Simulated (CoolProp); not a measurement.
Properties of 1,2-dichloroethane at several states (Tc = 288.4 °C, pc = 5.226 MPa, ω = 0.269).

Values from CoolProp's reference Helmholtz-energy equation of state, Thol 2015.

```json
[
 {"T (°C)": "144.65", "p (MPa)": "8.7", "phase": "liquid", "cp (kJ/(kg K))": "1.428", "cv (kJ/(kg K))": "0.9652", "Joule-Thomson coefficient (K/MPa)": "-0.2177", "isothermal compressibility (1/MPa)": "0.002148"},
 {"T (°C)": "64.05", "p (MPa)": "0.342", "phase": "liquid", "cp (kJ/(kg K))": "1.340", "cv (kJ/(kg K))": "0.9187", "Joule-Thomson coefficient (K/MPa)": "-0.3543", "isothermal compressibility (1/MPa)": "0.001128"},
 {"T (°C)": "84.25", "p (MPa)": "0.0401", "phase": "gas", "cp (kJ/(kg K))": "0.8882", "cv (kJ/(kg K))": "0.7999", "Joule-Thomson coefficient (K/MPa)": "30.82", "isothermal compressibility (1/MPa)": "25.23"},
 {"T (°C)": "171.65", "p (MPa)": "0.141", "phase": "gas", "cp (kJ/(kg K))": "0.9883", "cv (kJ/(kg K))": "0.8964", "Joule-Thomson coefficient (K/MPa)": "17.75", "isothermal compressibility (1/MPa)": "7.242"},
 {"T (°C)": "135.05", "p (MPa)": "1.59", "phase": "liquid", "cp (kJ/(kg K))": "1.440", "cv (kJ/(kg K))": "0.9610", "Joule-Thomson coefficient (K/MPa)": "-0.1974", "isothermal compressibility (1/MPa)": "0.002307"}
]
```
